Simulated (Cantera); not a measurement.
What does this Cantera script print?

```python
import numpy as np
import cantera as ct

gas_names = [...]  # 113 gases of nasa_gas.yaml made of C, H, O, Pb
cond_names = """
    C(gr) C6H6(L) C7H8(L) C8H18(L),n-octa H2O(s) H2O(L) Pb(cr) Pb(L) PbO(rd) PbO(yw) PbO(L) PbO2(s)
    Pb3O4(s)
""".split()


# ... load() reads the species with a 1 bar reference pressure and builds the phases ...
atoms = {
    'PbO': {'Pb': 1, 'O': 1},
    'CH4': {'C': 1, 'H': 4},
    'CO': {'C': 1, 'O': 1},
}
top_T = {'C(gr)': 4500, 'Pb3O4(s)': 820}  # K; cautious upper limits of use, not melting points


# ... equilibrate(T, P, feed) seeds the gas with the atoms and calls Mixture.equilibrate('TP', solver="vcs", rtol=1e-11, max_steps=5000) ...
results = []
feed = {'PbO': 1, 'CH4': 0.98, 'CO': 0.053}  # mol
P = 1600  # Pa
for T in [898, 948, 998, 1048, 1098, 1148, 1198, 1248, 1298, 1348, 1398, 1448, 1498]:
    mix = equilibrate(T, P, feed)
    results.append((T, P, feed, dict(zip(mix.species_names, mix.species_moles))))

top = {s: max(r[3][s] / sum(r[3][g] for g in gas_names) for r in results) for s in gas_names}
cols = sorted((s for s in top if top[s] > 1e-05), key=lambda s: -top[s])[:8]
seen = [c for c in cond_names if any(r[3].get(c, 0) > 1e-12 for r in results)]
print("log10 of partial pressures in bar; condensed amounts in mol")
print(f"{'T/K':>10s}" + "".join(f"{s[:9]:>10s}" for s in cols + seen))
for T, P, feed, n in results:
    ng = sum(n[g] for g in gas_names)
    print(f"{T:10.4g}" + "".join(f"{np.log10(max(n[s] / ng * P / 1e5, 1e-99)):10.3f}" for s in cols)
          + "".join(f"{n.get(c, 0):10.4g}" for c in seen))
```

Result:

```
log10 of partial pressures in bar; condensed amounts in mol
       T/K        H2        CO        Pb       CO2       H2O       CH4         H       Pb2     C(gr)     Pb(L)
       898    -1.982    -2.280    -5.888    -3.791    -3.860    -4.459   -10.952   -12.130   0.02891    0.9998
       948    -1.983    -2.263    -5.320    -4.222    -4.199    -4.792   -10.272   -11.178         0    0.9991
       998    -1.983    -2.262    -4.810    -4.320    -4.201    -5.409    -9.659   -10.325         0    0.9971
      1048    -1.984    -2.262    -4.350    -4.383    -4.179    -5.997    -9.104    -9.555         0    0.9916
      1098    -1.986    -2.264    -3.933    -4.437    -4.156    -6.540    -8.600    -8.857         0     0.978
      1148    -1.990    -2.268    -3.553    -4.489    -4.139    -7.043    -8.140    -8.223         0    0.9466
      1198    -2.000    -2.278    -3.205    -4.543    -4.130    -7.519    -7.721    -7.643         0    0.8786
      1248    -2.020    -2.297    -2.886    -4.604    -4.135    -7.988    -7.341    -7.111         0    0.7352
      1298    -2.059    -2.335    -2.592    -4.682    -4.161    -8.481    -6.999    -6.621         0    0.4306
      1348    -2.108    -2.385    -2.397    -4.768    -4.200    -8.978    -6.690    -6.322         0         0
      1398    -2.109    -2.385    -2.397    -4.802    -4.191    -9.300    -6.379    -6.407         0         0
      1448    -2.109    -2.385    -2.397    -4.835    -4.184    -9.600    -6.090    -6.486         0         0
      1498    -2.109    -2.385    -2.397    -4.865    -4.177    -9.878    -5.819    -6.560         0         0
```

Equilibrium computed with Cantera from the NASA thermochemical tables; the gas is ideal and each condensed phase is pure.
